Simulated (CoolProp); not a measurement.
Model: reference Helmholtz-energy equation of state, Gedanitz 2015, in CoolProp.

Question: For cyclopentane, give the phase and the density (kg/m³), cp (kJ/(kg K)), isothermal compressibility (1/MPa), conductivity (mW/(m K)) at 276.85 °C and 2580 kPa; 276.85 °C and 17600 kPa; 276.85 °C and 45800 kPa.

Answer: 
- 276.85 °C and 2580 kPa: gas; density 47.8, cp 2.56, isothermal compressibility 0.477, conductivity 49.5
- 276.85 °C and 17600 kPa: supercritical; density 490, cp 3.00, isothermal compressibility 0.0127, conductivity 79.3
- 276.85 °C and 45800 kPa: supercritical; density 582, cp 2.79, isothermal compressibility 0.00344, conductivity 97.7

Thermal conductivity comes from a separate model (Vassiliou 2015).
